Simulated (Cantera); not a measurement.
What does this Cantera script print?

```python
import numpy as np
import cantera as ct

gas = ct.Solution("gri30.yaml")
gas.TPX = 1250, 93000, {'N2O': 1}
inlet = ct.Reservoir(gas, clone=True)

reactor = ct.IdealGasConstPressureReactor(gas, energy="off", clone=False)
exhaust = ct.Reservoir(gas, clone=True)
tau = [7.2, 2.2, 0.65, 0.2, 0.059, 0.018, 0.0054][0]
for a, b in ((inlet, reactor), (reactor, exhaust)):
    ct.MassFlowController(a, b, mdot=lambda t: reactor.mass / tau)
net = ct.ReactorNet([reactor])
show = ['N2O', 'N2', 'O', 'NO', 'O2', 'NO2']

rows = []
print(f"{'tau/s':>10s}{'T/K':>9s}" + "".join(f"{s:>11s}" for s in show))
for tau in [7.2, 2.2, 0.65, 0.2, 0.059, 0.018, 0.0054]:
    net.initial_time = 0.0
    net.advance(30 * tau)
    before = gas.X
    net.advance(40 * tau)
    drift = np.max(np.abs(gas.X - before) / (gas.X + 1e-9))
    rows.append([gas.T, *gas[show].X, drift])
    print(f"{tau:10.3e}{gas.T:9.1f}" + "".join(f"{x:11.3e}" for x in gas[show].X))
```

Result:

```
     tau/s      T/K        N2O         N2          O         NO         O2        NO2
 7.200e+00   1250.0  9.119e-02  5.855e-01  1.342e-06  4.060e-02  2.823e-01  3.945e-04
 2.200e+00   1250.0  2.240e-01  4.942e-01  2.030e-06  4.610e-02  2.352e-01  4.406e-04
 6.500e-01   1250.0  4.639e-01  3.381e-01  2.765e-06  3.843e-02  1.592e-01  3.609e-04
 2.000e-01   1250.0  7.226e-01  1.740e-01  3.276e-06  2.183e-02  8.138e-02  1.989e-04
 5.900e-02   1250.0  8.949e-01  6.573e-02  3.530e-06  8.600e-03  3.066e-02  7.226e-05
 1.800e-02   1250.0  9.650e-01  2.187e-02  3.619e-06  2.905e-03  1.019e-02  1.962e-05
 5.400e-03   1250.0  9.892e-01  6.748e-03  3.643e-06  9.018e-04  3.144e-03  3.676e-06
```

Cantera simulation using GRI-Mech 3.0 (53 species, 325 reactions); the numbers are that mechanism's predictions, not measurements. GRI-Mech 3.0 was tuned for natural gas; its chemistry of N2O as a main component is partial and can be far from experiment. The mechanism lacks the step 2 NO + O2 → 2 NO2, which can matter for NO2 below about 1400 K. The temperature is held fixed by assumption; the heat of reaction is taken as removed at once.
